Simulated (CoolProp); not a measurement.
Saturation properties of normal hydrogen.

Model: reference Helmholtz-energy equation of state, Leachman 2009, in CoolProp.

```
T (K)  p (MPa)  vapour density (kg/m³)  liquid cp (kJ/(kg K))  liquid viscosity (µPa s)  vapour viscosity (µPa s)
-----  -------  ----------------------  ---------------------  ------------------------  ------------------------
25.5    0.3562                   4.312                  13.86                      9.12                      1.31
26.4    0.4262                   5.161                  15.04                      8.53                      1.37
27.4    0.5147                   6.275                  16.71                      7.91                      1.45
28.4    0.6154                   7.617                  18.98                      7.32                      1.54
29.4    0.7292                   9.261                  22.33                      6.73                      1.64
30.3    0.8439                   11.11                  27.21                      6.20                      1.75
31.3    0.9860                   13.82                  38.08                      5.56                      1.92
32.3     1.145                   18.02                  75.85                      4.78                      2.17
```

It boils at 20.4 K under 1 atm.

Viscosity comes from a separate model (Muzny 2013).
